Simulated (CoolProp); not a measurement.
Saturation properties of n-decane (Tc = 617.7 K, pc = 2.101 MPa, ω = 0.488).

Computed with CoolProp (reference Helmholtz-energy equation of state, Lemmon 2006). It is a short technical equation, of lower accuracy than the large ones.

```
T (K)  p (MPa)  liquid density (kg/m³)  vapour density (kg/m³)  liquid viscosity (µPa s)  liquid conductivity (mW/(m K))
-----  -------  ----------------------  ----------------------  ------------------------  ------------------------------
493.1   0.2859                   558.7                   11.42                       147                            86.5
502.6   0.3449                   548.4                   13.81                       138                            84.9
512.1   0.4128                   537.6                   16.62                       129                            83.4
521.5      [?]                   526.3                   19.89                       121                            81.9
531     0.5778                   514.3                     [?]                       [?]                            80.5
540.5   0.6778                   501.6                   28.37                       105                            79.1
550     0.7905                   487.8                     [?]                      97.2                             [?]
559.5   0.9172                   472.9                   40.43                      89.8                            76.5
568.9    1.058                   456.5                   48.38                      82.6                            75.3
578.4    1.216                   437.9                     [?]                      75.3                            74.2
587.9    1.393                   416.1                   71.47                      67.9                            73.1
597.4    1.591                   389.6                   89.44                      59.9                            72.3
```

**Question.** What belongs in the gaps?

**Answer.** 
- 521.5, p (MPa): 0.4896
- 531, vapour density (kg/m³): 23.77
- 531, liquid viscosity (µPa s): 112
- 550, vapour density (kg/m³): 33.84
- 550, liquid conductivity (mW/(m K)): 77.8
- 578.4, vapour density (kg/m³): 58.43

It boils at 447.3 K under 1 atm.

Viscosity comes from a separate model (Huber 2004). Thermal conductivity comes from a separate model (Huber 2005).
